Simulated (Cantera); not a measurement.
A Cantera script and its output.

```python
import numpy as np
import cantera as ct

gas = ct.Solution("h2o2.yaml")
gas.TPX = 1250, 570, {'H2': 0.95, 'O2': 1, 'N2': 1.1}
reactor = ct.IdealGasConstPressureReactor(gas, energy="off", clone=False)
net = ct.ReactorNet([reactor])
net.rtol, net.atol = 1e-08, 1e-18
show = ['H2', 'O2', 'H', 'HO2', 'H2O2', 'H2O', 'OH']
times = np.geomspace(0.0009, 1, 11)

steps = ct.SolutionArray(gas, extra=["t"])
rows = []
print(f"{'t/s':>10s}{'T/K':>9s}{'P/Pa':>11s}" + "".join(f"{s:>11s}" for s in show))
for t in times:
    while net.time < t:
        t_next = net.step()
        steps.append(gas.state, t=t_next)
    rows.append([np.interp(t, steps.t, y) for y in (steps.T, steps.P, *steps(*show).X.T)])
    print(f"{t:10.3e}{rows[-1][0]:9.1f}{rows[-1][1]:11.4g}" + "".join(f"{x:11.3e}" for x in rows[-1][2:]))
rate = np.gradient(steps.T, steps.t)
print("integrator steps:", len(steps.t))
if steps.T.max() > steps.T[0] + 200:
    print(f"time of steepest temperature rise: {steps.t[rate.argmax()]:.4e} s")
gas.TPX = 1250, 570, {'H2': 0.95, 'O2': 1, 'N2': 1.1}
gas.equilibrate("TP")
print(f"equilibrium (TP): T = {gas.T:.1f} K  " + "  ".join(f"{s} {gas[s].X[0]:.3e}" for s in show))
```

Output:

```
       t/s      T/K       P/Pa         H2         O2          H        HO2       H2O2        H2O         OH
 9.000e-04   1250.0        570  3.115e-01  3.279e-01  1.355e-06  8.970e-08  6.443e-10  1.591e-06  1.959e-07
 1.815e-03   1250.0        570  3.112e-01  3.277e-01  1.506e-04  2.650e-07  2.802e-09  1.869e-04  2.184e-05
 3.659e-03   1250.0        570  6.513e-02  2.150e-01  1.328e-01  1.370e-06  1.117e-07  1.739e-01  1.237e-02
 7.379e-03   1250.0        570  2.872e-02  1.939e-01  1.428e-01  1.378e-06  8.406e-08  2.078e-01  1.079e-02
 1.488e-02   1250.0        570  2.815e-02  1.946e-01  1.334e-01  1.416e-06  8.928e-08  2.164e-01  1.070e-02
 3.000e-02   1250.0        570  2.683e-02  1.957e-01  1.156e-01  1.490e-06  9.983e-08  2.329e-01  1.048e-02
 6.049e-02   1250.0        570  2.364e-02  1.973e-01  8.528e-02  1.614e-06  1.205e-07  2.623e-01  9.877e-03
 1.220e-01   1250.0        570  1.688e-02  1.992e-01  4.442e-02  1.767e-06  1.549e-07  3.054e-01  8.383e-03
 2.460e-01   1250.0        570  7.670e-03  2.011e-01  1.205e-02  1.783e-06  1.810e-07  3.455e-01  5.667e-03
 4.959e-01   1250.0        570  1.932e-03  2.026e-01  1.448e-03  1.354e-06  1.388e-07  3.634e-01  2.846e-03
 1.000e+00   1250.0        570  3.670e-04  2.034e-01  1.184e-04  5.997e-07  6.701e-08  3.676e-01  1.241e-03
integrator steps: 1342
equilibrium (TP): T = 1250.0 K  H2 3.758e-07  O2 2.039e-01  H 3.951e-09  HO2 1.181e-08  H2O2 4.633e-10  H2O 3.689e-01  OH 4.001e-05
```

Cantera simulation using the H2/O2 subset of GRI-Mech 3.0, which has no nitrogen chemistry; the numbers are that mechanism's predictions, not measurements. Radical loss at walls, strong at low pressure, is not modelled. The temperature is held fixed by assumption; the heat of reaction is taken as removed at once.
